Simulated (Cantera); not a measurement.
A closed system holds: 1 mol c-C₄F₈, 0.037 mol F₂, 1 mol H₂, at 2375 K and 0.133 bar.

Cantera equilibrium calculation (NASA polynomials, part measured and part estimated; ideal gas, pure solids and liquids). The feed counts by its element totals alone. The tables' values for C₂F₄ are old estimates; treat these amounts as uncertain. Gases not in the tables: C₂F₆ and larger saturated fluorocarbons. The numbers say what is thermodynamically allowed, not how fast it happens.

```tsv
species	before	after
F	0.0724	0.727
HF	0.478	0.246
CF	0.00158	0.0158
CF₄	0.235	7.47e-8
CF₃	0.0136	1.37e-6
CF₂	0.199	0.00634
C₂F₄	1.93e-5	<1e-9
CHF₃	1.38e-5	<1e-9
C₃	4.80e-7	0.00152
C₂	4.32e-8	0.000137
C	2.04e-7	0.000649
H	1.46e-5	0.00237
C(graphite), mol	2.12	3.78
```
Gas species are given as mole fractions.

Q: What was changed between the two runs?
A) temperature from 2375 K to 848 K
B) pressure from 0.133 bar to 32.0 mbar
C) pressure from 0.133 bar to 4.20 Pa
D) temperature from 2375 K to 2250 K

A: C, pressure from 0.133 bar to 4.20 Pa
